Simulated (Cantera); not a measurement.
An isothermal, constant-pressure homogeneous reactor starts with C₂H₆ : N₂ = 1 : 2.5 (molar parts), at 1225 K and 0.0133 bar.

Cantera simulation using GRI-Mech 3.0 (53 species, 325 reactions); the numbers are that mechanism's predictions, not measurements. GRI-Mech 3.0 stops at C3 and has no aromatics, soot or wall deposition, so with more carbon than oxygen in the feed, carbon stays in small species such as C2H2 where larger ones or solid carbon would form. Radical loss at walls, strong at low pressure, is not modelled.

Task: Predict: x(C₂H₆) at 20.0 s; x(H₂) at 20.0 s; x(C₂H₄) at 20.0 s; x(CH₄) at 20.0 s.

Result: 
| Quantity | Value |
|---|---|
| x(C₂H₆) at 20.0 s | 1.89e-5 (gas-phase equilibrium 2.24e-6) |
| x(H₂) at 20.0 s | 0.261 (gas-phase equilibrium 0.328) |
| x(C₂H₄) at 20.0 s | 0.0568 (gas-phase equilibrium 0.00453) |
| x(CH₄) at 20.0 s | 0.0584 (gas-phase equilibrium 0.0287) |
